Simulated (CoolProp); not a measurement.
Vapour-liquid equilibrium of R134a (1) + R152A (2) at 280.4 K; x and y are mole fractions of (1).

Values from CoolProp's multi-fluid Helmholtz-energy mixture model, Tillner-Roth 1994 and Outcalt 1996; pair parameters Lemmon 2004.

| x | bubble pressure, mixture model (kPa) | bubble pressure, Raoult's law (kPa) | y, mixture model | y, Raoult's law |
|---|---|---|---|---|
| 0.05 | 340.0 | 341.8 | 0.050 | 0.055 |
| 0.125 | 340.4 | 344.7 | 0.127 | 0.137 |
| 0.2 | 341.2 | 347.5 | 0.206 | 0.217 |
| 0.275 | 342.5 | 350.4 | 0.285 | 0.297 |
| 0.35 | 344.3 | 353.2 | 0.365 | 0.374 |
| 0.425 | 346.5 | 356.1 | 0.445 | 0.451 |
| 0.5 | 349.3 | 358.9 | 0.524 | 0.526 |
| 0.575 | 352.4 | 361.7 | 0.601 | 0.601 |
| 0.65 | 356.0 | 364.6 | 0.677 | 0.674 |
| 0.725 | 360.0 | 367.4 | 0.751 | 0.746 |
| 0.8 | 364.4 | 370.3 | 0.823 | 0.816 |
| 0.875 | 369.2 | 373.1 | 0.892 | 0.886 |
| 0.95 | 374.3 | 375.9 | 0.958 | 0.955 |

The largest gap from Raoult's law is -2.7 % in bubble pressure, at x = 0.5. No azeotrope shows between x = 0.05 and 0.95.

The pair parameters rest on a limited set of measurements; away from them the model extrapolates.
